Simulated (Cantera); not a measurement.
Cantera run:

```python
import numpy as np
import cantera as ct

gas_names = """
    B BF BF2 BF3 BH BHF2 BH2 BH3 BO BOF BOF2 BO2 B2 B2O B2O2 B2O3 B3O3F3 B3O3H3 F FO FO2 F2 F2O H HBO
    HBO2 HF HOF HO2 H2 H2F2 H2O H2O2 H3B3O6 H3F3 H4F4 H5F5 H6F6 H7F7 O OH O2 O3
""".split()
cond_names = """
    B(b) B(L) B2O3(L) B3O3H3(cr) H2O(s) H2O(L)
""".split()


# ... load() reads the species with a 1 bar reference pressure and builds the phases ...
atoms = {
    'BF3': {'B': 1, 'F': 3},
    'H2O': {'H': 2, 'O': 1},
    'H2': {'H': 2},
}
top_T = {}  # K; cautious upper limits of use, not melting points


# ... equilibrate(T, P, feed) seeds the gas with the atoms and calls Mixture.equilibrate('TP', solver="vcs", rtol=1e-11, max_steps=5000) ...
results = []
feed = {'BF3': 1, 'H2O': 0.078, 'H2': 0.22}  # mol
T = 1000  # K
P = 133.322  # Pa
mix = equilibrate(T, P, feed)
results.append((T, P, feed, dict(zip(mix.species_names, mix.species_moles))))
print(gas.report(threshold=0.0001))
for i in range(1, mix.n_phases):
    print(f"{mix.phase(i).name:16s} {mix.phase_moles(i):12.5e} mol")
```

It prints:

```
       temperature   1000 K
          pressure   133.32 Pa
           density   0.0008438 kg/m^3
  mean mol. weight   52.622 kg/kmol
   phase of matter   gas

                          1 kg             1 kmol
                     ---------------   ---------------
          enthalpy       -1.5747e+07       -8.2866e+08  J
   internal energy       -1.5905e+07       -8.3698e+08  J
           entropy            6778.5         3.567e+05  J/K
    Gibbs function       -2.2526e+07       -1.1854e+09  J
 heat capacity c_p            1235.5             65017  J/K
 heat capacity c_v            1077.5             56703  J/K

                      mass frac. Y      mole frac. X     chem. pot. / RT
                     ---------------   ---------------   ---------------
               BF3           0.90421           0.70174           -177.87
               BOF         0.0018973         0.0021796           -115.07
            B3O3F3          0.044861          0.017178           -345.21
                HF          0.040874           0.10751           -64.318
                H2         0.0063673            0.1662            -25.92
               H2O         0.0017676         0.0051632           -65.835
     [  +37 minor]        2.6542e-05        3.0988e-05

B(b)              0.00000e+00 mol
B2O3(L)           0.00000e+00 mol
B3O3H3(cr)        0.00000e+00 mol
```

Method: chemical equilibrium by Gibbs-energy minimisation in Cantera with the NASA 1993 tables (ideal gas, pure condensed phases).
